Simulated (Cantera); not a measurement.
Input: 1 mol B₂H₆, 3.6 mol O₂, a varied amount of H₂, at 0.0290 bar.

Cantera equilibrium calculation (NASA polynomials, part measured and part estimated; ideal gas, pure solids and liquids). Candidate condensed phases: B, B₂O₃, B₃O₃H₃, H₂O; 23 gas species. The feed counts by its element totals alone. Kinetics and transport are ignored.

### Question
What condenses at these points (T in °C, n(H₂) in mol): (1327, 3.8); (1927, 24); (1327, 0.93); (1127, 62); (1627, 24)?

### Answer
| T (°C) | n(H₂) in mol | condensed phases | B condensed (%) |
|---|---|---|---|
| 1327 | 3.8 | B₂O₃ | 13.1 |
| 1927 | 24 | gas only | 0.0 |
| 1327 | 0.93 | B₂O₃ | 33.1 |
| 1127 | 62 | B₂O₃ | 56.0 |
| 1627 | 24 | gas only | 0.0 |
